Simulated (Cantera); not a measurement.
A freely propagating, adiabatic, planar premixed flame of H2 : O2 : N2 = 1 : 0.294 : 1.11 (molar parts), unburnt at 600 K and 100000 Pa; mixture-averaged transport, grid criteria slope 0.08 and curve 0.16, no radiation.

Detailed kinetics in Cantera: the H2/O2 subset of GRI-Mech 3.0, which has no nitrogen chemistry. Burning velocities carry a grid error of a few per cent, more on coarse grids.

Question: What does this change do: inlet temperature 600 to 475 K?

Answer: 
```
quantity                    before     after
------------------------  --------  --------
laminar burning velocity  909 cm/s  620 cm/s
thermal thickness         0.452 mm  0.407 mm
peak x(HO2)               0.000265  0.000370
peak x(H2O2)               9.72e-6   3.28e-5
peak x(OH)                 0.00877   0.00723
```

Question: What does this change do: H2 1 to 1.3 parts?

Answer: 
| quantity | before | after |
|---|---|---|
| laminar burning velocity | 909 cm/s | 881 cm/s |
| thermal thickness | 0.452 mm | 0.460 mm |
| peak x(HO2) | 0.000265 | 0.000243 |
| peak x(H2O2) | 9.72e-6 | 7.80e-6 |
| peak x(OH) | 0.00877 | 0.00395 |
